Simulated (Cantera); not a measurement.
Feed: 1 mol CH3SiH3, 0.26 mol C3H8, 1.2 mol H2, held at 2225 °C and 1900 Pa.

Equilibrium computed with Cantera from the NASA thermochemical tables; the gas is ideal and each condensed phase is pure. Candidate condensed phases: C, C6H6, C7H8, C8H18, Si, SiC; 87 gas species. The feed counts by its element totals alone. Gases not in the tables: Si2H6 and higher silanes. Equilibrium is a limit: real reactors are often held back by kinetics, nucleation or transport.

Base state: H2 0.750, H 0.157, Si 0.0588, SiC2 0.0152, Si2C 0.00837, C2H2 (acetylene) 0.00805, SiH 0.00186, Si2 0.000373 (mole fractions); condensed: C(graphite) + SiC(s).

Problem. What changes in the equilibrium state with this change: pressure from 1900 Pa to 130 Pa?

Solution. 
| species | before | after |
|---|---|---|
| H | 0.157 | 0.449 |
| H2 | 0.750 | 0.422 |
| Si | 0.0588 | 0.0959 |
| SiC2 | 0.0152 | 0.0247 |
| Si3 | 1.54e-5 | 3.13e-7 |
| SiH2 | 0.000182 | 1.14e-5 |
| C | 8.54e-6 | 0.000125 |
| C2 | 2.34e-6 | 3.42e-5 |
| C(graphite), mol | 1.02 | 1.28 |
| SiC(s), mol | 0.415 | 0 |
